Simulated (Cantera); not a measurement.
Input (Python, Cantera) and output of one run.

```python
import numpy as np
import cantera as ct

gas_names = """
    C CH CH2 CH3 CH2OH CH3O CH4 CH3OH CO CO2 COOH C2 C2H CHCO,ketyl C2H2,acetylene C2H2,vinylidene
    CH2CO,ketene C2H3,vinyl CH3CO,acetyl C2H4 C2H4O,ethylen CH3CHO,ethanal CH3COOH (HCOOH)2 C2H5 C2H6
    CH3OCH3 C2H5OH C2O C3 C3H3,propargyl C3H4,allene C3H4,propyne C3H4,cyclo- C3H5,allyl C3H6,propylene
    C3H6,cyclo- C3H6O C3H7,n-propyl C3H7,i-propyl C3H8 C3H8O,1propanol C3H8O,2propanol C3O2 C4 C4H2
    C4H4,1,3-cyclo- C4H6,butadiene C4H6,2-butyne C4H6,cyclo- C4H8,1-butene C4H8,cis2-buten
    C4H8,tr2-butene C4H8,isobutene C4H8,cyclo- (CH3COOH)2 C4H9,n-butyl C4H9,i-butyl C4H9,s-butyl
    C4H9,t-butyl C4H10,isobutane C4H10,n-butane C5 C5H6,1,3cyclo- C5H8,cyclo- C5H10,1-pentene
    C5H10,cyclo- C5H11,pentyl C5H11,t-pentyl C5H12,n-pentane C5H12,i-pentane CH3C(CH3)2CH3 C6H2
    C6H5,phenyl C6H5O,phenoxy C6H6 C6H5OH,phenol C6H10,cyclo- C6H12,1-hexene C6H12,cyclo- C6H13,n-hexyl
    C7H7,benzyl C7H8 C7H8O,cresol C7H14,1-heptene C7H15,n-heptyl C7H16,n-heptane C8H8,styrene
    C8H10,ethylbenz C8H16,1-octene C8H17,n-octyl C8H18,isooctane C8H18,n-octane C9H19,n-nonyl
    C10H8,naphthale C10H21,n-decyl C12H9,o-bipheny C12H10,bipheny H HCO HO2 H2 HCHO,formaldehy HCOOH H2O
    H2O2 O OH O2 O3 Si SiC SiC2 SiC4H12 SiH SiH2 SiH3 SiH4 SiO SiO2 Si2 Si2C Si3
""".split()
cond_names = """
    C(gr) C6H6(L) C7H8(L) C8H18(L),n-octa H2O(s) H2O(L) Si(cr) Si(L) SiC(b) SiO2(Lqz) SiO2(hqz) SiO2(L)
""".split()


def load(file, names, dense=False):
    # The tables refer to 1 bar. Condensed volumes are neglected.
    table = {s.name: s for s in ct.Species.list_from_file(file)}
    out = []
    for n in names:
        d = dict(table[n].input_data)
        d["thermo"] = dict(d["thermo"], **{"reference-pressure": 1e5})
        if dense:
            d["equation-of-state"] = {"model": "constant-volume", "density": "1e6 g/cm^3"}
        out.append(ct.Species.from_dict(d))
    return out


gas = ct.Solution(thermo="ideal-gas", species=load("nasa_gas.yaml", gas_names))
cond = {s.name: ct.Solution(thermo="fixed-stoichiometry", species=[s], name=s.name)
        for s in load("nasa_condensed.yaml", cond_names, dense=True)}
atoms = {
    'SiO2': {'Si': 1, 'O': 2},
    'CH4': {'C': 1, 'H': 4},
    'CO': {'C': 1, 'O': 1},
}
top_T = {'C(gr)': 4500, 'SiC(b)': 3050}  # K; cautious upper limits of use, not melting points


def equilibrate(T, P, feed):
    n = {}
    for name, mol in feed.items():
        for a, k in atoms[name].items():
            n[a] = n.get(a, 0.0) + k * mol
    gas.TPX = T, P, n
    mass = sum(n.values()) * gas.mean_molecular_weight
    gas.equilibrate("TP")
    valid = [c for c in cond.values() if c.min_temp <= T <= top_T.get(c.name, c.max_temp)]
    mix = ct.Mixture([(gas, mass / gas.mean_molecular_weight)] + [(c, 0.0) for c in valid])
    mix.T, mix.P = T, P
    mix.equilibrate("TP", solver="vcs", rtol=1e-11, max_steps=5000)
    return mix


results = []
T = 1000  # K
P = 10000  # Pa
for m in [0.044, 0.14, 0.24, 0.34, 0.43, 0.53, 0.63, 0.73]:
    feed = {'SiO2': 1, 'CH4': 0.49, 'CO': m}  # mol
    mix = equilibrate(T, P, feed)
    results.append((T, P, feed, dict(zip(mix.species_names, mix.species_moles))))
    x = sorted(zip(gas.X, gas.species_names), reverse=True)
    print(f"T = {T:g} K  P = {P:g} Pa  n(CO) = {m:g} mol  gas = {mix.phase_moles(0):.4g} mol")
    print("   x: " + "  ".join(f"{s} {v:.3e}" for v, s in x if v > 0.0001))
    print("   condensed (mol): " + ("  ".join(f"{mix.phase(i).name} {mix.phase_moles(i):.4g}"
          for i in range(1, mix.n_phases) if mix.phase_moles(i) > 1e-12) or "none"))
```

It prints:

```
T = 1000 K  P = 10000 Pa  n(CO) = 0.044 mol  gas = 1.014 mol
   x: H2 9.481e-01  CO 4.165e-02  CH4 8.583e-03  H2O 1.561e-03
   condensed (mol): C(gr) 0.483  SiO2(hqz) 1
T = 1000 K  P = 10000 Pa  n(CO) = 0.14 mol  gas = 1.107 mol
   x: H2 8.671e-01  CO 1.207e-01  CH4 7.180e-03  H2O 4.137e-03  CO2 8.268e-04
   condensed (mol): C(gr) 0.4875  SiO2(hqz) 1
T = 1000 K  P = 10000 Pa  n(CO) = 0.24 mol  gas = 1.203 mol
   x: H2 7.965e-01  CO 1.895e-01  CH4 6.058e-03  H2O 5.964e-03  CO2 2.036e-03
   condensed (mol): C(gr) 0.4923  SiO2(hqz) 1
T = 1000 K  P = 10000 Pa  n(CO) = 0.34 mol  gas = 1.299 mol
   x: H2 7.366e-01  CO 2.475e-01  H2O 7.206e-03  CH4 5.181e-03  CO2 3.475e-03
   condensed (mol): C(gr) 0.4971  SiO2(hqz) 1
T = 1000 K  P = 10000 Pa  n(CO) = 0.43 mol  gas = 1.386 mol
   x: H2 6.900e-01  CO 2.926e-01  H2O 7.979e-03  CO2 4.856e-03  CH4 4.547e-03
   condensed (mol): C(gr) 0.5015  SiO2(hqz) 1
T = 1000 K  P = 10000 Pa  n(CO) = 0.53 mol  gas = 1.482 mol
   x: H2 6.448e-01  CO 3.362e-01  H2O 8.569e-03  CO2 6.414e-03  CH4 3.970e-03
   condensed (mol): C(gr) 0.5063  SiO2(hqz) 1
T = 1000 K  P = 10000 Pa  n(CO) = 0.63 mol  gas = 1.578 mol
   x: H2 6.052e-01  CO 3.744e-01  H2O 8.955e-03  CO2 7.953e-03  CH4 3.497e-03
   condensed (mol): C(gr) 0.5112  SiO2(hqz) 1
T = 1000 K  P = 10000 Pa  n(CO) = 0.73 mol  gas = 1.674 mol
   x: H2 5.702e-01  CO 4.081e-01  CO2 9.448e-03  H2O 9.196e-03  CH4 3.104e-03
   condensed (mol): C(gr) 0.516  SiO2(hqz) 1
```

Method: chemical equilibrium by Gibbs-energy minimisation in Cantera with the NASA 1993 tables (ideal gas, pure condensed phases).
